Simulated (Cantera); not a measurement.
# Chlorosilane synthesis and conversion: SiCl4 + HCl + H2

Charge: 1 mol SiCl4, 1.9 mol HCl, 5.5 mol H2, held at 33000 Pa.

Equilibrium computed with Cantera from the NASA thermochemical tables; the gas is ideal and each condensed phase is pure. Candidate condensed phases: Si; 19 gas species. The tables' values for SiCl3 are old estimates; treat these amounts as uncertain. The numbers say what is thermodynamically allowed, not how fast it happens.

```csv
T (K),log p H2,log p HCl,log p SiCl4,log p SiHCl3,log p SiCl3,log p SiCl2,log p SiH2Cl2
550,-0.67,-1.13,-1.41,-6.06,-12.08,<-12,-12.10
650,-0.67,-1.13,-1.41,-5.03,-9.48,<-12,-9.90
750,-0.67,-1.13,-1.41,-4.29,-7.58,-11.50,-8.31
850,-0.67,-1.13,-1.41,-3.73,-6.14,-9.03,-7.10
950,-0.67,-1.12,-1.41,-3.29,-5.01,-7.09,-6.17
1050,-0.67,-1.12,-1.42,-2.95,-4.11,-5.54,-5.43
1150,-0.67,-1.11,-1.44,-2.69,-3.38,-4.29,-4.84
1250,-0.68,-1.10,-1.47,-2.50,-2.81,-3.29,-4.39
```
log p: log10 of the partial pressure in bar; nothing condenses.

From 550 K to 1250 K nothing is condensed. The main Si-bearing gas is SiCl4 throughout.
